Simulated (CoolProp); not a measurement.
Octamethylcyclotetrasiloxane (D4) along the isobar 0.156 MPa: fugacity coefficient from the reference equation and from simpler models built on Tc = 586.5 K, pc = 1.347 MPa, ω = 0.598; each cubic takes its own stable root.

Values from CoolProp's reference Helmholtz-energy equation of state, Thol 2015.

```tsv
T (K)	phase	reference
398.3	liquid	0.1434
410	liquid	0.2098
421.7	liquid	0.2977
433.4	liquid	0.4111
445.1	liquid	0.5536
456.8	liquid	0.7286
468.5	gas	0.9062
480.3	gas	0.9145
492	gas	0.9218
503.7	gas	0.9283
515.4	gas	0.9342
527.1	gas	0.9395
```

**Question.** How far does each simpler model (van der Waals, Redlich-Kwong, Soave-Redlich-Kwong, Peng-Robinson) lie from the reference over these 12 states: mean and median of the absolute difference, and the worst?

**Answer.** 
- van der Waals: mean 110.7 %, median 16.3 %, worst +538.4 % at 398.3 K and 0.156 MPa
- Redlich-Kwong: mean 76.7 %, median 14.3 %, worst +281.7 % at 398.3 K and 0.156 MPa
- Soave-Redlich-Kwong: mean 0.6 %, median 0.6 %, worst +1.2 % at 456.8 K and 0.156 MPa
- Peng-Robinson: mean 0.9 %, median 0.5 %, worst +3.3 % at 398.3 K and 0.156 MPa

At some of these states van der Waals, Redlich-Kwong gives the other phase, because its saturation line lies elsewhere.
